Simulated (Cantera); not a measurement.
Mixture: 5.72 % C3H8, 19.1 % O2, 71.5 % N2, 3.72 % CO2, equivalence ratio 1.5, at 7500 Torr, adiabatic and at constant pressure. Ignition delay is the time to a rise of 400 K.

Model: GRI-Mech 3.0 (53 species, 325 reactions), integrated in Cantera. GRI-Mech 3.0 was tuned for natural gas; its chemistry of propane as a main component is partial and can be far from experiment.

Problem. At T0 = 1275 K, what is the delay, and which 6 reactions control it most (d ln τ / d ln k, from doubling and halving each rate constant)?

Solution. The delay is 0.488 ms.
```tsv
reaction	d ln τ / d ln k	faster rate
C2H5 + CH3 (+M) <=> C3H8 (+M)	-0.53	shortens it
2 CH3 (+M) <=> C2H6 (+M)	0.35	lengthens it
CH3 + HO2 <=> CH3O + OH	-0.28	shortens it
C3H8 + H <=> C3H7 + H2	0.26	lengthens it
C3H8 + OH <=> C3H7 + H2O	0.22	lengthens it
CH3O + O2 <=> CH2O + HO2	-0.19	shortens it
```
